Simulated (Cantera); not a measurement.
A perfectly stirred reactor is fed with 16.5 % CO, 4.79 % H2, 4.46 % CH4, 11.5 % O2, 62.7 % N2, at 1.48 atm; it is adiabatic with a 650 K inlet, and is followed from long to short residence time, starting on the burning branch (τ in s: 0.41, 0.14, 0.05, 0.018, 0.0061, 0.0021, 0.00074, 0.00026, 9e-05, 3.1e-05).

Computed with Cantera and GRI-Mech 3.0 (53 species, 325 reactions).

One state of this run: T (K) = 1965; x CO = 0.130; x H2 = 0.0341; x CH4 = 4.68e-5; x HCN = 1.14e-5; x OH = 0.00190; x HCO = 9.25e-7; x NO2 = 2.63e-9. x: mole fraction; the columns are a selection and need not sum to one.

Question: Which value of τ (s) does it belong to?
(A) 0.0021
(B) 0.14
(C) 0.41
(D) 0.050

Answer: A, 0.0021
